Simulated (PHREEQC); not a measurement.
Consider water at 25 °C and 10 atm with 3.7 mol/kgw KCl and 0.16 mol/kgw SrCl2. Closed to the air; pH follows from the charge balance.

Equilibrium calculation in PHREEQC: Pitzer model, pitzer.dat.

Task: The ionic strength comes out as 4.18 mol/kgw. What activity coefficients do Cl-, K+, Sr+2 get?

Result: Cl- 0.58, K+ 0.60, Sr+2 0.31. Single-ion values are on the MacInnes scale.

Precipitation was switched off in this run. Species that the database lacks are ignored.
